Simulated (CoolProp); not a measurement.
Vapour-liquid equilibrium of toluene (1) + o-xylene (2) at 121.15 °C; x and y are mole fractions of (1).

Computed with CoolProp (multi-fluid Helmholtz-energy mixture model, Lemmon 2006 and Zhou 2012; pair parameters Bell 2016).

| x | bubble pressure, mixture model (kPa) | bubble pressure, Raoult's law (kPa) | y, mixture model | y, Raoult's law |
|---|---|---|---|---|
| 0.05 | 56.42 | 56.65 | 0.114 | 0.120 |
| 0.15 | 64.53 | 64.95 | 0.305 | 0.313 |
| 0.25 | 72.87 | 73.24 | 0.455 | 0.462 |
| 0.35 | 81.33 | 81.54 | 0.576 | 0.581 |
| 0.45 | 89.81 | 89.84 | 0.674 | 0.679 |
| 0.55 | 98.25 | 98.13 | 0.755 | 0.759 |
| 0.65 | 106.6 | 106.4 | 0.823 | 0.827 |
| 0.75 | 114.9 | 114.7 | 0.881 | 0.886 |
| 0.85 | 123.1 | 123.0 | 0.932 | 0.936 |
| 0.95 | 131.3 | 131.3 | 0.978 | 0.980 |

The largest gap from Raoult's law is -0.6 % in bubble pressure, at x = 0.15. No azeotrope shows between x = 0.05 and 0.95.

The pair parameters rest on a limited set of measurements; away from them the model extrapolates.
